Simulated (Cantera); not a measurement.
Predominance diagram of Zr at 750 K against the partial pressures of O2 and N2 (log10, bar). Cantera with NASA thermochemical tables; ideal gases at 1 bar, condensed phases pure. Candidates: Zr(α), ZrN(s), ZrO2(monoclinic). Only these pure phases compete in this equilibrium. ZrN: taken at fixed stoichiometry.

Which phase is stable at these pairs, and which metal-bearing vapour leads over it? (-51, -11.6); (-48, -23.1); (-48, 0); (-6, 0); (-18, 0); (-15, 0); (0, -11.6)


| log p(O2) | log p(N2) | phase | chief vapour | log p (bar) |
|---|---|---|---|---|
| -51 | -11.6 | ZrO2(monoclinic) | ZrO | -42.3 |
| -48 | -23.1 | ZrO2(monoclinic) | ZrO | -43.8 |
| -48 | 0 | ZrN(s) | ZrO | -45.8 |
| -6 | 0 | ZrO2(monoclinic) | ZrO2 | -45.1 |
| -18 | 0 | ZrO2(monoclinic) | ZrO2 | -45.1 |
| -15 | 0 | ZrO2(monoclinic) | ZrO2 | -45.1 |
| 0 | -11.6 | ZrO2(monoclinic) | ZrO2 | -45.1 |
